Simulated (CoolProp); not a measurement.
The numbers come from the reference Helmholtz-energy equation of state, McLinden 2015 in CoolProp.

Give the vapour pressure (MPa), liquid density (kg/m³), enthalpy of vaporisation (kJ/kg), vapour Z of saturated the fluoroketone C6F12O (FK-5-1-12) at 104.95, 119.35 °C.


```csv
T (°C),p (MPa),liquid density (kg/m³),enthalpy of vaporisation (kJ/kg),vapour Z
104.95,0.504,1320,68.3,0.799
119.35,0.702,1250,61.6,0.744
```
